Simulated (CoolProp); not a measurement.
Vapour-liquid equilibrium of propylene (1) + n-heptane (2) at 320 K; x and y are mole fractions of (1).

Model: multi-fluid Helmholtz-energy mixture model, Lemmon 2013 and Span 2003; pair parameters Bell 2016, in CoolProp.

### Question
Give the bubble pressure and the first vapour's composition at x = 0.45, 0.75, 0.85. Is there an azeotrope?

### Answer
x = 0.45: 8.781 bar, y = 0.984; x = 0.75: 14.00 bar, y = 0.993; x = 0.85: 15.79 bar, y = 0.995. No azeotrope shows between x = 0.05 and 0.95.

Pair parameters are fitted to limited data, so mixtures are less certain than the pure fluids. The gap from Raoult's law changes sign with composition, which may be real or a fault of the pair parameters; it wasn't checked against measurements.
